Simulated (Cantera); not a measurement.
Stirred combustor or abatement burner

A perfectly stirred reactor is fed with CH4 : CO : O2 : N2 : CO2 = 1 : 0.042 : 1.84 : 6.91 : 1.4 (molar parts), at 10.0 bar; it is adiabatic with a 498 K inlet, and is followed from long to short residence time, starting on the burning branch (τ in s: 0.031, 0.017, 0.0091, 0.0049, 0.0026, 0.0014, 0.00075, 0.0004, 0.00022, 0.00012, 6.3e-05, 3.4e-05).

Cantera simulation using GRI-Mech 3.0 (53 species, 325 reactions); the numbers are that mechanism's predictions, not measurements.

| τ (s) | T (K) | x CH4 | x CO | x O2 | x CO2 | x H2O | x H2O2 | x NO2 |
|---|---|---|---|---|---|---|---|---|
| 0.031 | 2072 | 1.96e-5 | 0.0277 | 0.000380 | 0.187 | 0.170 | 3.97e-8 | 1.63e-8 |
| 0.017 | 2068 | 2.63e-5 | 0.0280 | 0.000564 | 0.187 | 0.170 | 5.78e-8 | 2.13e-8 |
| 0.0091 | 2064 | 3.60e-5 | 0.0284 | 0.000846 | 0.186 | 0.170 | 8.53e-8 | 2.80e-8 |
| 0.0049 | 2057 | 5.00e-5 | 0.0291 | 0.00125 | 0.186 | 0.170 | 1.24e-7 | 3.59e-8 |
| 0.0026 | 2048 | 7.21e-5 | 0.0300 | 0.00185 | 0.184 | 0.169 | 1.78e-7 | 4.49e-8 |
| 0.0014 | 2036 | 0.000107 | 0.0312 | 0.00268 | 0.183 | 0.169 | 2.50e-7 | 5.33e-8 |
| 0.00075 | 2019 | 0.000166 | 0.0329 | 0.00387 | 0.181 | 0.168 | 3.47e-7 | 5.99e-8 |
| 0.00040 | 1996 | 0.000277 | 0.0353 | 0.00562 | 0.178 | 0.167 | 4.80e-7 | 6.24e-8 |
| 0.00022 | 1963 | 0.000520 | 0.0387 | 0.00838 | 0.174 | 0.165 | 6.79e-7 | 5.75e-8 |
| 0.00012 | 498 | 0.0893 | 0.00375 | 0.164 | 0.125 | <1e-12 | <1e-12 | <1e-12 |
| 6.3e-5 | 498 | 0.0893 | 0.00375 | 0.164 | 0.125 | <1e-12 | <1e-12 | <1e-12 |
| 3.4e-5 | 498 | 0.0893 | 0.00375 | 0.164 | 0.125 | <1e-12 | <1e-12 | <1e-12 |
x: mole fraction; the columns are a selection and need not sum to one.
